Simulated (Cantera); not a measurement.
Source: NASA polynomial tables (part measured, part estimated), evaluated in Cantera. Values are per mole of reaction as written; species without (g) are pure solids or liquids, kept so even where they would boil at 1 bar.

a) 4 Al + O₂(g) = 2 Al₂O(g)
b) 2 C + O₂(g) = 2 CO(g)
c) 1.333 Ti + O₂(g) = 0.6667 Ti₂O₃

### Question
Order these by ΔG° at 550 K, most negative first.

### Answer
c (-908 kJ), a (-391 kJ), b (-320 kJ)
